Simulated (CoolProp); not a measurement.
Vapour pressure (kPa) of R113: the reference equation beside estimates from Tc = 487.2 K, pc = 3392 kPa, ω = 0.253. Clausius-Clapeyron is anchored at 358.1 K with a constant enthalpy of vaporisation of 24.61 kJ/mol.

Model: reference Helmholtz-energy equation of state, Marx 1992, in CoolProp.

```tsv
T (K)	reference	Clausius-Clapeyron	Soave-Redlich-Kwong
351.4	252.9	257.6	253.2
354.7	276.0	278.6	276.6
358.1	301.6	301.6	302.4
361.4	(withheld)	325.2	329.1
364.7	356.2	350.2	357.6
368	386.2	376.7	387.9
371.3	418.0	(withheld)	(withheld)
374.6	(withheld)	(withheld)	454.4
377.9	487.4	465.0	(withheld)
381.2	525.3	497.7	529.0
384.5	565.2	532.0	569.6
387.8	(withheld)	568.0	(withheld)
391.1	651.9	605.8	657.7
```

**Question.** Some entries are withheld; supply them.

**Answer.** 
- 361.4, reference: 328.0
- 371.3, Clausius-Clapeyron: 404.6
- 371.3, Soave-Redlich-Kwong: 420.2
- 374.6, reference: 451.7
- 374.6, Clausius-Clapeyron: 434.0
- 377.9, Soave-Redlich-Kwong: 490.6
- 387.8, reference: 607.4
- 387.8, Soave-Redlich-Kwong: 612.4

Absolute difference from the reference over all 13 rows, mean and median: Clausius-Clapeyron 3.4 and 3.2 %, Soave-Redlich-Kwong 0.5 and 0.5 %.
